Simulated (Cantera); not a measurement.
Feed: 1 mol C₃H₆, 0.36 mol CO₂, 0.18 mol N₂, at 823 K and 0.280 bar.

Equilibrium computed with Cantera from the NASA thermochemical tables; the gas is ideal and each condensed phase is pure. Candidate condensed phases: C, C₆H₆, C₇H₈, C₈H₁₈, H₂O; 136 gas species. Equilibrium is a limit: real reactors are often held back by kinetics, nucleation or transport.

Base state: H₂ 0.637, H₂O 0.117, CH₄ 0.106, N₂ 0.0579, CO 0.0495, CO₂ 0.0328, NH₃ 8.17e-5 (mole fractions); condensed: C(graphite).

### Question
What changes in the equilibrium state with this change: pressure from 0.280 bar to 1.33 mbar?

### Answer
```
species            before     after
----------------  -------  --------
H₂                  0.637     0.769
CO                 0.0495     0.179
N₂                 0.0579    0.0464
H₂O                 0.117   0.00243
CH₄                 0.106  0.000736
CO₂                0.0328   0.00205
NH₃               8.17e-5   4.62e-7
C(graphite), mol     2.78      2.65
```

### Question
What changes in the equilibrium state with this change: temperature from 823 K to 875 K?

### Answer
| species | before | after |
|---|---|---|
| H₂ | 0.637 | 0.698 |
| CO | 0.0495 | 0.0911 |
| H₂O | 0.117 | 0.0726 |
| CH₄ | 0.106 | 0.0596 |
| CO₂ | 0.0328 | 0.0250 |
| N₂ | 0.0579 | 0.0534 |
| NH₃ | 8.17e-5 | 5.63e-5 |
| C(graphite), mol | 2.78 | 2.77 |
